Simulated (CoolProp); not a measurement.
Vapour-liquid equilibrium of R125 (1) + cyclopropane (2) at 10.75 °C; x and y are mole fractions of (1).

Computed with CoolProp (multi-fluid Helmholtz-energy mixture model, Lemmon 2005 and Polt 1992; pair parameters Bell 2016). This equation is an older, rougher fit; its heat capacities, sound speeds and derivatives of the liquid may be far off and weren't checked against measurements.

```
x      bubble pressure (MPa)  y at the bubble point  dew pressure at overall composition x (MPa)  liquid density (mol/L)
-----  ---------------------  ---------------------  -------------------------------------------  ----------------------
0.05                  0.5910                  0.202                                       0.5063                   14.87
0.125                 0.7072                  0.361                                       0.5451                   14.37
0.2                   0.7856                  0.449                                       0.5895                   13.89
0.275                 0.8398                  0.507                                       0.6403                   13.44
0.35                  0.8788                  0.550                                       0.6984                   13.01
0.425                 0.9081                  0.587                                       0.7637                   12.62
0.5                   0.9312                  0.621                                       0.8337                   12.25
0.575                 0.9493                  0.657                                       0.8994                   11.92
0.65                  0.9627                  0.696                                       0.9463                   11.62
0.725                 0.9707                  0.741                                       0.9687                   11.34
0.8                   0.9721                  0.794                                       0.9718                   11.10
0.875                 0.9649                  0.858                                       0.9619                   10.88
0.95                  0.9473                  0.937                                       0.9438                   10.68
```

y crosses x between x = 0.725 and 0.8: the model has an azeotrope there.

Pair parameters are fitted to limited data, so mixtures are less certain than the pure fluids.
